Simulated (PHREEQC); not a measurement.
Dissolve 0.0042 mol TMAH and 0.0031 mol Na2SiO3 per kg of water at 25 °C. Closed to the air; pH follows from the charge balance.

All values are PHREEQC results (ion-association model, wateq4f.dat), not measurements.

| quantity | before | after |
|---|---|---|
| pH | 11.81 | 10.92 |
| ionic strength (mol/kgw) | 0.0106 | 0.0107 |

Question: Which change was made?
A. temperature from 25 to 75 °C
B. Na2SiO3 replaced by NaH2PO4 at the same molality
C. TMAH left out
D. TMAH from 0.0042 to 0.042 mol/kgw
E. Na2SiO3 left out

Answer: B, Na2SiO3 replaced by NaH2PO4 at the same molality

This is a speciation only: nothing precipitates in the calculation. (CH3)4N+ isn't in the database: it is added as a free cation with an ion size of 4 Å.
